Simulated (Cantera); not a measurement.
Cantera with NASA thermochemical tables; ideal gases at 1 bar, condensed phases pure. Values are per mole of reaction as written; species without (g) are pure solids or liquids, kept so even where they would boil at 1 bar.

Task: Between 300 and 1450 K, where is each reaction favourable under standard conditions?
- Cr₂N + 3 H₂O(g) = NH₃(g) + 2 Cr + 3 OH(g)

Result: 
- Cr₂N + 3 H₂O(g) = NH₃(g) + 2 Cr + 3 OH(g): ΔG° is 875 kJ at 300 K and 690 kJ at 1450 K; it stays positive (K < 1). ΔH° is 923 kJ and ΔS° 160 J/K at 1450 K.
